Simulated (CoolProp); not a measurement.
A single-stage vapour-compression cycle with carbonyl sulfide: evaporating at 227.15 K (dew point), condensing at 266.15 K (bubble point), superheat 10 K, subcooling 5 K, compressor efficiency 0.9, no pressure losses. Each further row changes one setting.

Model: reference Helmholtz-energy equation of state, Lemmon 2006, in CoolProp. It is a short technical equation, of lower accuracy than the large ones.

```
case                              cooling COP  pressure ratio  discharge temperature (K)  refrigerating effect (kJ/kg)  volumetric capacity (kJ/m³)
--------------------------------  -----------  --------------  -------------------------  ----------------------------  ---------------------------
as stated                                4.52            4.29                      330.5                           271                         1040
evaporating temperature 232.15 K         5.40            3.45                      321.6                           274                         1280
condensing temperature 261.15 K          5.28            3.65                      319.3                           278                         1060
subcooling 10 K                          4.62            4.29                      330.5                           278                         1060
superheat 20 K                           4.43            4.29                      342.7                           278                         1020
compressor efficiency 0.8                4.02            4.29                      340.4                           271                         1040
```
